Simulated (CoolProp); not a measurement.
Properties of R410A along the isobar 661 kPa.

Values from CoolProp's reference Helmholtz-energy equation of state, Lemmon 2003. It is a pseudo-pure fit of the blend.

```
T (°C)  phase       Z  cv (kJ/(kg K))  conductivity (mW/(m K))  Prandtl number
------  -----  ------  --------------  -----------------------  --------------
20.95     gas  0.9039          0.7537                     13.7           0.891
36.75     gas  0.9223          0.7576                     14.8           0.854
52.65     gas  0.9361          0.7695                     15.9           0.833
68.45     gas  0.9467          0.7854                     17.1           0.822
84.25     gas  0.9550          0.8036                     18.2           0.815
100.15    gas  0.9618          0.8233                     19.4           0.813
115.95    gas  0.9673          0.8436                     20.5           0.812
131.85    gas  0.9719          0.8644                     21.7           0.813
147.65    gas  0.9757          0.8852                     22.8           0.815
163.45    gas  0.9789          0.9058                     24.0           0.817
179.35    gas  0.9817          0.9263                     25.1           0.820
195.15    gas  0.9840          0.9463                     26.3           0.822
211.05    gas  0.9860          0.9661                     27.4           0.825
226.85    gas  0.9878          0.9852                     28.6           0.828
```

Viscosity comes from a separate model (Geller 2000). Thermal conductivity comes from a separate model (Geller 2001).
